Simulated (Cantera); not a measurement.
Charge: 1 mol ZrO2, 2500 mol H2, held at 6.80 bar.

These are equilibrium values from Cantera (NASA tables, ideal gas, pure condensed phases), not measurements of a reactor. Candidate condensed phases: H2O, Zr, ZrO2; 12 gas species. Mutual solubility and eutectic melting of coexisting phases are not modelled. Condensed phases not in the tables: N, O or C dissolved in the metal. The numbers say what is thermodynamically allowed, not how fast it happens.

x: gas mole fraction; n: condensed amount in mol.

```json
[
 {"T (K)": "1598", "x H2": "1.000", "x H": "2.04e-5", "x H2O": "?", "n ZrO2(tetragonal)": "1.000", "n Zr(β)": "0"},
 {"T (K)": "1623", "x H2": "1.000", "x H": "2.65e-5", "x H2O": "?", "n ZrO2(tetragonal)": "1.000", "n Zr(β)": "0"},
 {"T (K)": "1648", "x H2": "1.000", "x H": "3.41e-5", "x H2O": "?", "n ZrO2(tetragonal)": "1.000", "n Zr(β)": "0"},
 {"T (K)": "1673", "x H2": "1.000", "x H": "4.37e-5", "x H2O": "?", "n ZrO2(tetragonal)": "1.000", "n Zr(β)": "0"},
 {"T (K)": "1698", "x H2": "1.000", "x H": "5.55e-5", "x H2O": "?", "n ZrO2(tetragonal)": "1.000", "n Zr(β)": "0"},
 {"T (K)": "1723", "x H2": "1.000", "x H": "6.99e-5", "x H2O": "?", "n ZrO2(tetragonal)": "1.000", "n Zr(β)": "0"},
 {"T (K)": "1748", "x H2": "1.000", "x H": "8.76e-5", "x H2O": "?", "n ZrO2(tetragonal)": "1.000", "n Zr(β)": "0.000109"},
 {"T (K)": "1773", "x H2": "1.000", "x H": "0.000109", "x H2O": "?", "n ZrO2(tetragonal)": "1.000", "n Zr(β)": "0.000144"},
 {"T (K)": "1798", "x H2": "1.000", "x H": "0.000135", "x H2O": "?", "n ZrO2(tetragonal)": "1.000", "n Zr(β)": "0.000189"},
 {"T (K)": "1823", "x H2": "1.000", "x H": "0.000166", "x H2O": "?", "n ZrO2(tetragonal)": "1.000", "n Zr(β)": "0.000247"},
 {"T (K)": "1848", "x H2": "1.000", "x H": "0.000203", "x H2O": "?", "n ZrO2(tetragonal)": "1.000", "n Zr(β)": "0.000319"},
 {"T (K)": "1873", "x H2": "1.000", "x H": "0.000247", "x H2O": "?", "n ZrO2(tetragonal)": "1.000", "n Zr(β)": "0.000410"}
]
```

Complete the blanks.


- 1598, x H2O: 1.34e-8
- 1623, x H2O: 1.87e-8
- 1648, x H2O: 2.60e-8
- 1673, x H2O: 3.56e-8
- 1698, x H2O: 4.84e-8
- 1723, x H2O: 6.53e-8
- 1748, x H2O: 8.71e-8
- 1773, x H2O: 1.15e-7
- 1798, x H2O: 1.52e-7
- 1823, x H2O: 1.98e-7
- 1848, x H2O: 2.56e-7
- 1873, x H2O: 3.29e-7
